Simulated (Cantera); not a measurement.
Input: 1 mol Cr2O3, 12 mol H2, at 1575 °C and 1000 Pa.

These are equilibrium values from Cantera (NASA tables, ideal gas, pure condensed phases), not measurements of a reactor. Candidate condensed phases: Cr, Cr2O3, H2O; 13 gas species. The numbers say what is thermodynamically allowed, not how fast it happens.

Base state: H2 0.973, H2O 0.0128, Cr 0.00853, H 0.00524, CrO 6.30e-5 (mole fractions); condensed: Cr2O3(s).

What changes in the equilibrium state with this change: temperature from 1575 °C to 875 °C?


```json
[
 {"species": "H2", "before": "0.973", "after": "1.000"},
 {"species": "H2O", "before": "0.0128", "after": "5.83e-5"},
 {"species": "H", "before": "0.00524", "after": "7.19e-7"},
 {"species": "Cr", "before": "0.00853", "after": "4.05e-9"},
 {"species": "CrO", "before": "6.30e-5", "after": "<1e-9"},
 {"species": "Cr2O3(s), mol", "before": "0.948", "after": "1.000"},
 {"species": "Cr(s), mol", "before": "0", "after": "0.000466"}
]
```
Mutual solubility and eutectic melting of coexisting phases are not modelled.
